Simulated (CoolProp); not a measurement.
Tetradecamethylhexasiloxane (MD4M) at 605.96 K and 0.293 MPa is throttled through a valve to 0.00746 MPa with no heat exchange. Each further row changes one setting.

The numbers come from the reference Helmholtz-energy equation of state, Thol 2019 in CoolProp.

```tsv
case	temperature change (K)	final density (kg/m³)
as stated	-4.9	0.689
outlet pressure 0.00224 MPa	-5.0	0.206
outlet pressure 0.0097 MPa	-4.9	0.897
```
